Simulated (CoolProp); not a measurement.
R142b along the isotherm 139.35 °C: density (kg/m³) from the reference equation and from simpler models built on Tc = 137.1 °C, pc = 4055 kPa, ω = 0.232; each cubic takes its own stable root.

The numbers come from the reference Helmholtz-energy equation of state, Lemmon 2006 in CoolProp. It is a short technical equation, of lower accuracy than the large ones.

```
p (kPa)          phase  reference
-------  -------------  ---------
845                gas      26.74
1690               gas      58.82
2530               gas      99.79
3380               gas      161.9
4220     supercritical      459.1
5070     supercritical      689.1
5910     supercritical      732.4
6760     supercritical      760.6
7600     supercritical      781.8
8450     supercritical      799.3
9290     supercritical      814.0
10100    supercritical      826.4
```

Problem. How far does each simpler model (ideal gas, van der Waals, Redlich-Kwong, Soave-Redlich-Kwong, Peng-Robinson) lie from the reference over these 12 states: mean and median of the absolute difference, and the worst?

Solution. 
- ideal gas: mean 55.1 %, median 67.8 %, worst -78.4 % at 139.35 °C and 5070 kPa
- van der Waals: mean 20.5 %, median 29.8 %, worst -31.9 % at 139.35 °C and 5070 kPa
- Redlich-Kwong: mean 10.4 %, median 13.4 %, worst -19.8 % at 139.35 °C and 5070 kPa
- Soave-Redlich-Kwong: mean 11.0 %, median 14.2 %, worst -20.3 % at 139.35 °C and 5070 kPa
- Peng-Robinson: mean 5.4 %, median 4.7 %, worst -12.1 % at 139.35 °C and 5070 kPa
